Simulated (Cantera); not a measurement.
## Catalytic combustion on Pt

An isothermal plug-flow reactor at 725 K and 0.987 atm (inlet), inlet velocity 4.7 m/s, active area per volume 1600 1/m; feed H2 : O2 : N2 = 0.0042 : 0.022 : 0.79 (molar parts).

Model: Deutschmann's 1995 Pt surface mechanism with GRI-Mech 3.0 gas chemistry, integrated in Cantera. Catalytic surfaces can have several steady states; this one follows from the mechanism file's or the stated starting coverage. Mass transfer to the wall is taken as infinitely fast.

```
z (m)        x H2    x O2     x H2O  θ free Pt   θ O*    θ OH*
-------  --------  ------  --------  ---------  -----  -------
4.8e-05   0.00434  0.0266  0.000811      0.299  0.697  0.00411
9.3e-05   0.00377  0.0263   0.00138      0.263  0.733  0.00410
0.00018   0.00301  0.0259   0.00214      0.213  0.783  0.00401
0.00035   0.00214  0.0255   0.00301      0.154  0.842  0.00375
0.00067   0.00138  0.0251   0.00378      0.102  0.894  0.00331
0.0013   0.000793  0.0248   0.00436     0.0633  0.934  0.00276
0.0025   0.000410  0.0246   0.00475     0.0406  0.957  0.00229
0.0048   0.000174  0.0245   0.00498     0.0292  0.969  0.00198
```
x: gas mole fraction; θ: surface coverage.
